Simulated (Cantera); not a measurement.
A closed system holds: 1 mol PbO, a varied amount of CO, 14 mol N2, at 973 K and 62.3 Torr.

Method: chemical equilibrium by Gibbs-energy minimisation in Cantera with the NASA 1993 tables (ideal gas, pure condensed phases). Candidate condensed phases: C, Pb, PbO, PbO2, Pb3O4; 27 gas species. Equilibrium is a limit: real reactors are often held back by kinetics, nucleation or transport.

Problem. Which condensed phases are stable at each of these points (n(CO) (mol)): 0.16, 0.2, 0.25, 0.32, 0.41, 0.52, 0.66, 0.83, 1.1, 1.3, 1.7, 2.2, 2.7?

Solution. 
```tsv
n(CO) (mol)	condensed phases	Pb condensed (%)
0.16	Pb(l) + PbO(yellow)	99.8
0.2	Pb(l) + PbO(yellow)	99.8
0.25	Pb(l) + PbO(yellow)	99.8
0.32	Pb(l) + PbO(yellow)	99.8
0.41	Pb(l) + PbO(yellow)	99.8
0.52	Pb(l) + PbO(yellow)	99.8
0.66	Pb(l) + PbO(yellow)	99.8
0.83	Pb(l) + PbO(yellow)	99.8
1.1	Pb(l)	99.8
1.3	Pb(l)	99.8
1.7	Pb(l)	99.8
2.2	Pb(l)	99.8
2.7	Pb(l)	99.8
```

From 0.16 mol CO to 0.83 mol CO the condensed part is Pb(l) + PbO(yellow). From 1.1 mol CO to 2.7 mol CO the condensed part is Pb(l).
